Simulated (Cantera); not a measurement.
A Cantera script and its output.

```python
import numpy as np
import cantera as ct

surf = ct.Interface("ptcombust.yaml", "Pt_surf")
gas = surf.adjacent["gas"]
gas.TPX = 848, 72000, {'CO': 0.013, 'O2': 0.19, 'N2': 0.79}
surf.TP = 848, 72000
reactor = ct.FlowReactor(gas, clone=False)
reactor.area = 0.0001  # m2
reactor.surface_area_to_volume_ratio = 240  # 1/m
reactor.mass_flow_rate = 0.052 * reactor.area * gas.density  # inlet velocity 0.052 m/s
reactor.energy_enabled = False
wall = ct.ReactorSurface(surf, reactor, clone=False)
net = ct.ReactorNet([reactor])
net.rtol, net.atol = 1e-8, 1e-16
show, cover = ['CO', 'O2', 'H2O', 'CO2'], ['PT(S)', 'H(S)', 'O(S)', 'OH(S)', 'CO(S)', 'C(S)']

rows = []
print(f"{'z/m':>9s}{'u/(m/s)':>9s}" + "".join(f"{s:>13s}" for s in show + cover))
for z in [0.00012, 0.00025, 0.00053, 0.0012, 0.0025, 0.0053, 0.012]:
    net.advance(z)
    rows.append([reactor.speed, *gas[show].X, *surf[cover].coverages])
    print(f"{z:9.4g}{rows[-1][0]:9.3g}" + "".join(f"{x:13.4e}" for x in rows[-1][1:]))
```

Output:

```
      z/m  u/(m/s)           CO           O2          H2O          CO2        PT(S)         H(S)         O(S)        OH(S)        CO(S)         C(S)
  0.00012   0.0517   3.2985e-03   1.8735e-01   1.4439e-26   9.8577e-03   6.5676e-02   2.8040e-22   9.3377e-01  -2.4990e-17   5.4945e-04   3.5762e-16
  0.00025   0.0517   1.5287e-03   1.8663e-01  -1.0044e-28   1.1639e-02   6.0449e-02  -1.2771e-24   9.3934e-01   8.4288e-21   2.1452e-04   1.2775e-16
  0.00053   0.0517   3.5502e-04   1.8616e-01  -3.4503e-29   1.2821e-02   5.7669e-02   1.3640e-24   9.4229e-01  -8.6408e-20   4.5208e-05   2.5604e-17
   0.0012   0.0517   1.2919e-05   1.8602e-01  -8.7136e-31   1.3165e-02   5.6937e-02   4.0116e-25   9.4306e-01   4.8192e-20   1.6023e-06   8.9522e-19
   0.0025   0.0517   2.1857e-08   1.8601e-01  -6.4837e-31   1.3178e-02   5.6910e-02   2.0797e-25   9.4309e-01   2.4960e-20   2.7082e-09   1.5123e-21
   0.0053   0.0517   2.3589e-14   1.8601e-01  -5.4356e-34   1.3178e-02   5.6910e-02   3.3728e-25   9.4309e-01   4.0558e-20   2.9228e-15   1.6322e-27
    0.012   0.0517  -8.1803e-19   1.8601e-01   6.2277e-36   1.3178e-02   5.6910e-02   2.9635e-25   9.4309e-01   3.5636e-20  -5.1000e-20   2.2410e-32
```

Computed with Cantera and Deutschmann's 1995 Pt surface mechanism with GRI-Mech 3.0 gas chemistry. Catalytic surfaces can have several steady states; this one follows from the mechanism file's or the stated starting coverage. Mass transfer to the wall is taken as infinitely fast.
